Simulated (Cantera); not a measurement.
Mixture: 2.23 % CH₄, 0.223 % C₂H₆, 2.90 % C₃H₈, 26.3 % O₂, 68.4 % N₂, equivalence ratio 0.75, at 1.00 bar, adiabatic and at constant pressure. Ignition delay is the time to a rise of 400 K.

Computed with Cantera and GRI-Mech 3.0 (53 species, 325 reactions). GRI-Mech 3.0 was tuned for natural gas; its chemistry of propane as a main component is partial and can be far from experiment.

**Question.** At T0 = 1725 K, what is the delay, and which 6 reactions control it most (d ln τ / d ln k, from doubling and halving each rate constant)?

**Answer.** The delay is 16.0 µs.
| reaction | d ln τ / d ln k | faster rate |
|---|---|---|
| H + O2 <=> O + OH | -0.36 | shortens it |
| C2H5 + CH3 (+M) <=> C3H8 (+M) | -0.34 | shortens it |
| CH3 + HO2 <=> CH3O + OH | -0.21 | shortens it |
| C3H8 + H <=> C3H7 + H2 | 0.12 | lengthens it |
| CH3 + OH <=> CH2(S) + H2O | -0.08 | shortens it |
| C2H4 + OH <=> C2H3 + H2O | -0.08 | shortens it |
